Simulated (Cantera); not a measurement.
Charge: 1 mol MgCO₃, 0.062 mol H₂S, 6.1 mol O₂, at 0.133 bar.

Cantera equilibrium calculation (NASA polynomials, part measured and part estimated; ideal gas, pure solids and liquids). Candidate condensed phases: C, C₆H₆, C₇H₈, C₈H₁₈, H₂O, H₂SO₄, Mg, MgCO₃, MgO, Mg(OH)₂, MgS, MgSO₄, S; 130 gas species. Equilibrium is a limit: real reactors are often held back by kinetics, nucleation or transport. All values below are at 452 °C.

Base state: O₂ 0.849, CO₂ 0.142, H₂O 0.00881 (mole fractions); condensed: MgO(s) + MgSO₄(s).

What changes in the equilibrium state with this change: H₂S from 0.062 to 0.9 mol?


| species | before | after |
|---|---|---|
| O₂ | 0.849 | 0.694 |
| CO₂ | 0.142 | 0.161 |
| H₂O | 0.00881 | 0.145 |
| MgO(s), mol | 0.938 | 0.100 |
| MgSO₄(s), mol | 0.0620 | 0.900 |

What changes in the equilibrium state with this change: H₂S from 0.062 to 0.42 mol?


```csv
species,before,after
O₂,0.849,0.787
CO₂,0.142,0.150
H₂O,0.00881,0.0629
"MgO(s), mol",0.938,0.580
"MgSO₄(s), mol",0.0620,0.420
```
